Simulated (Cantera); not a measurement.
What does this Cantera script print?

```python
import numpy as np
import cantera as ct

gas = ct.Solution("gri30.yaml")
gas.TPX = 1100, 101325, {'C3H8': 1, 'O2': 0.68, 'N2': 8.55}
reactor = ct.IdealGasConstPressureReactor(gas, energy="on", clone=False)
net = ct.ReactorNet([reactor])
net.rtol, net.atol = 1e-08, 1e-16
show = ['C3H8', 'O2', 'C2H2', 'C2H', 'CO', 'CH3', 'NO']
times = np.geomspace(6e-06, 0.7, 14)

steps = ct.SolutionArray(gas, extra=["t"])
rows = []
print(f"{'t/s':>10s}{'T/K':>9s}{'P/Pa':>11s}" + "".join(f"{s:>11s}" for s in show))
for t in times:
    while net.time < t:
        t_next = net.step()
        steps.append(gas.state, t=t_next)
    rows.append([np.interp(t, steps.t, y) for y in (steps.T, steps.P, *steps(*show).X.T)])
    print(f"{t:10.3e}{rows[-1][0]:9.1f}{rows[-1][1]:11.4g}" + "".join(f"{x:11.3e}" for x in rows[-1][2:]))
rate = np.gradient(steps.T, steps.t)
print("integrator steps:", len(steps.t))
if steps.T.max() > steps.T[0] + 200:
    print(f"time of steepest temperature rise: {steps.t[rate.argmax()]:.4e} s")
gas.TPX = 1100, 101325, {'C3H8': 1, 'O2': 0.68, 'N2': 8.55}
gas.equilibrate("HP")
print(f"equilibrium (HP): T = {gas.T:.1f} K  " + "  ".join(f"{s} {gas[s].X[0]:.3e}" for s in show))
```

Result:

```
       t/s      T/K       P/Pa       C3H8         O2       C2H2        C2H         CO        CH3         NO
 6.000e-06   1100.0  1.013e+05  9.775e-02  6.647e-02  8.471e-17  1.667e-28  3.978e-15  1.469e-07  5.520e-23
 1.472e-05   1100.0  1.013e+05  9.775e-02  6.647e-02  1.485e-15  5.739e-27  6.259e-14  3.823e-07  3.555e-22
 3.611e-05   1100.0  1.013e+05  9.775e-02  6.647e-02  2.518e-14  2.015e-25  9.945e-13  9.987e-07  1.649e-21
 8.860e-05   1100.0  1.013e+05  9.775e-02  6.647e-02  4.366e-13  1.191e-23  1.997e-11  2.604e-06  6.841e-21
 2.174e-04   1100.0  1.013e+05  9.774e-02  6.647e-02  9.247e-12  1.071e-21  6.126e-10  6.913e-06  4.557e-20
 5.333e-04   1099.9  1.013e+05  9.770e-02  6.646e-02  2.269e-10  6.090e-20  1.996e-08  1.540e-05  5.996e-19
 1.308e-03   1099.8  1.013e+05  9.756e-02  6.643e-02  3.074e-09  9.239e-19  2.679e-07  1.850e-05  3.345e-18
 3.210e-03   1099.5  1.013e+05  9.722e-02  6.636e-02  2.489e-08  8.318e-18  2.064e-06  1.889e-05  1.165e-17
 7.875e-03   1098.8  1.013e+05  9.636e-02  6.618e-02  1.705e-07  6.323e-17  1.370e-05  1.901e-05  3.884e-17
 1.932e-02   1097.5  1.013e+05  9.413e-02  6.567e-02  1.111e-06  5.123e-16  8.783e-05  1.928e-05  1.461e-16
 4.740e-02   1095.7  1.013e+05  8.776e-02  6.386e-02  7.755e-06  6.228e-15  6.068e-04  2.095e-05  7.823e-16
 1.163e-01   1292.5  1.013e+05  1.560e-03  1.314e-03  7.124e-03  3.148e-10  5.565e-02  8.430e-05  8.307e-11
 2.853e-01   1227.4  1.013e+05  3.638e-06  6.594e-07  2.449e-02  2.547e-11  6.109e-02  3.600e-06  4.664e-11
 7.000e-01   1205.9  1.013e+05  3.445e-06  9.806e-10  2.942e-02  1.744e-11  6.087e-02  2.521e-06  5.496e-11
integrator steps: 2083
equilibrium (HP): T = 1233.2 K  C3H8 1.211e-07  O2 8.933e-27  C2H2 5.588e-03  C2H 1.472e-12  CO 1.066e-01  CH3 1.732e-06  NO 4.746e-17
```

Model: GRI-Mech 3.0 (53 species, 325 reactions), integrated in Cantera. GRI-Mech 3.0 was tuned for natural gas; its chemistry of propane as a main component is partial and can be far from experiment. GRI-Mech 3.0 stops at C3 and has no aromatics, soot or wall deposition, so with more carbon than oxygen in the feed, carbon stays in small species such as C2H2 where larger ones or solid carbon would form.
